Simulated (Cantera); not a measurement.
A closed system holds: 1 mol SiCl₄, 2.4 mol HCl, 4.7 mol H₂, at 550 K and 1 atm.

These are equilibrium values from Cantera (NASA tables, ideal gas, pure condensed phases), not measurements of a reactor. Candidate condensed phases: Si; 19 gas species. Rates play no part.

Problem. What is the equilibrium state?

Solution. 
| Property | Value |
|---|---|
| x(H₂) | 0.580 |
| x(HCl) | 0.296 |
| x(SiCl₄) | 0.123 |
| x(SiHCl₃) | 1.83e-6 |
| gas amount | 8.100 mol |
| log10 activity of Si(s) (absent) | -18.18 |
